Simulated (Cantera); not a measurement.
A closed system holds: 1 mol TEOS, 2.7 mol O3, 6.7 mol N2, held at 4600 Pa.

Equilibrium computed with Cantera from the NASA thermochemical tables; the gas is ideal and each condensed phase is pure. Candidate condensed phases: C, C6H6, C7H8, C8H18, H2O, Si, SiC, SiO2, Si2N2O, Si3N4; 151 gas species. The feed counts by its element totals alone. The numbers say what is thermodynamically allowed, not how fast it happens. All values below are at 577 °C.

Base state: H2 0.371, N2 0.275, CO 0.255, CO2 0.0643, H2O 0.0307, CH4 0.00395, NH3 1.01e-5 (mole fractions); condensed: C(graphite) + SiO2(β-quartz).

**Question.** What changes in the equilibrium state with this change: TEOS replaced by SiH4?

**Answer.** 
```tsv
species	before	after
N2	0.275	0.623
O2	<1e-9	0.191
H2O	0.0307	0.186
H2	0.371	<1e-9
CO	0.255	0
CO2	0.0643	0
CH4	0.00395	0
NH3	1.01e-5	<1e-9
C(graphite), mol	0.121	0
SiO2(β-quartz), mol	1.00	1.00
```
